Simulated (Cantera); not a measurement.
**Equilibrium for silicon etching in halogen gases: Si + Cl₂ + H₂ + N₂**

Input: 1 mol Si, 4.3 mol Cl₂, 70 mol H₂, 0.013 mol N₂, held at 0.00350 bar.

Method: chemical equilibrium by Gibbs-energy minimisation in Cantera with the NASA 1993 tables (ideal gas, pure condensed phases). Candidate condensed phases: NH₄Cl, Si, Si₃N₄; 28 gas species. N₂ is the only nitrogen source here; it is nearly inert below about 1500 K, so the nitride shown seldom forms there in practice. The tables' values for SiCl₃ are old estimates; treat these amounts as uncertain. The numbers say what is thermodynamically allowed, not how fast it happens.

```tsv
T (°C)	x H₂	x HCl	x SiCl₄	x SiCl₂	x SiCl₃	x SiHCl₃	x N₂	n Si₃N₄(s)
400	0.923	0.0638	0.0134	6.98e-12	1.41e-8	2.45e-5	1.21e-5	0.00605
450	0.923	0.0638	0.0133	2.96e-10	1.26e-7	5.76e-5	6.15e-6	0.00627
500	0.923	0.0639	0.0133	7.63e-9	8.35e-7	0.000120	3.47e-6	0.00637
550	0.923	0.0640	0.0131	1.31e-7	4.37e-6	0.000229	2.15e-6	0.00642
600	0.922	0.0642	0.0130	1.59e-6	1.87e-5	0.000399	1.44e-6	0.00645
650	0.922	0.0645	0.0126	1.45e-5	6.74e-5	0.000644	1.05e-6	0.00646
700	0.921	0.0652	0.0121	0.000101	0.000206	0.000961	8.48e-7	0.00647
750	0.920	0.0667	0.0110	0.000531	0.000526	0.00129	8.32e-7	0.00647
800	0.917	0.0701	0.00887	0.00197	0.00105	0.00142	1.20e-6	0.00646
850	0.911	0.0758	0.00578	0.00481	0.00150	0.00119	2.92e-6	0.00639
900	0.905	0.0816	0.00291	0.00804	0.00154	0.000752	1.04e-5	0.00612
950	0.901	0.0854	0.00120	0.0104	0.00125	0.000391	4.25e-5	0.00492
1000	0.899	0.0869	0.000455	0.0119	0.000909	0.000188	0.000170	0.000209
```
x: gas mole fraction; n: condensed amount in mol.

From 400 °C to 1000 °C the condensed part is Si₃N₄(s). The main Si-bearing gas is SiCl₄ at 400 °C and SiCl₂ at 1000 °C.
